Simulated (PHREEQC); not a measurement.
Solution (25 °C): 0.0068 mol/kgw K2CO3, 0.46 mol/kgw KNO3 and 0.025 mol/kgw KH2PO4. Closed to the air; pH follows from the charge balance.

All values are PHREEQC results (ion-association model, phreeqc.dat), not measurements.

Each row changes one thing in this solution. No solid was allowed to form.

```json
[
 {"case": "as made", "pH": "6.39", "ionic strength (mol/kgw)": "0.505", "HCO3- (mol/kgw)": "0.00433", "CO2 (mol/kgw)": "0.00247", "CO3-2 (mol/kgw)": "1.51e-6"},
 {"case": "KH2PO4 replaced by Na3PO4 at the same molality", "pH": "11.69", "ionic strength (mol/kgw)": "0.609", "HCO3- (mol/kgw)": "7.16e-5", "CO2 (mol/kgw)": "1.97e-10", "CO3-2 (mol/kgw)": "0.00524"},
 {"case": "K2CO3 from 0.0068 to 0.00136 mol/kgw", "pH": "5.65", "ionic strength (mol/kgw)": "0.489", "HCO3- (mol/kgw)": "0.000327", "CO2 (mol/kgw)": "0.00103", "CO3-2 (mol/kgw)": "…"},
 {"case": "KH2PO4 replaced by KHCO3 at the same molality", "pH": "9.28", "ionic strength (mol/kgw)": "0.505", "HCO3- (mol/kgw)": "0.0250", "CO2 (mol/kgw)": "1.84e-5", "CO3-2 (mol/kgw)": "0.00679"},
 {"case": "KH2PO4 replaced by K2HPO4 at the same molality", "pH": "10.24", "ionic strength (mol/kgw)": "0.549", "HCO3- (mol/kgw)": "0.00194", "CO2 (mol/kgw)": "1.56e-7", "CO3-2 (mol/kgw)": "0.00486"},
 {"case": "KH2PO4 from 0.025 to 0.005 mol/kgw", "pH": "9.38", "ionic strength (mol/kgw)": "0.484", "HCO3- (mol/kgw)": "…", "CO2 (mol/kgw)": "2.96e-6", "CO3-2 (mol/kgw)": "0.00173"},
 {"case": "KH2PO4 from 0.025 to 0.0275 mol/kgw", "pH": "6.34", "ionic strength (mol/kgw)": "0.507", "HCO3- (mol/kgw)": "0.00414", "CO2 (mol/kgw)": "0.00266", "CO3-2 (mol/kgw)": "…"},
 {"case": "diluted 2-fold with water", "pH": "6.49", "ionic strength (mol/kgw)": "0.253", "HCO3- (mol/kgw)": "0.00225", "CO2 (mol/kgw)": "0.00115", "CO3-2 (mol/kgw)": "8.25e-7"}
]
```

Some entries are withheld; supply them.


- K2CO3 from 0.0068 to 0.00136 mol/kgw, CO3-2 (mol/kgw): 2.07e-8
- KH2PO4 from 0.025 to 0.005 mol/kgw, HCO3- (mol/kgw): 0.00507
- KH2PO4 from 0.025 to 0.0275 mol/kgw, CO3-2 (mol/kgw): 1.29e-6
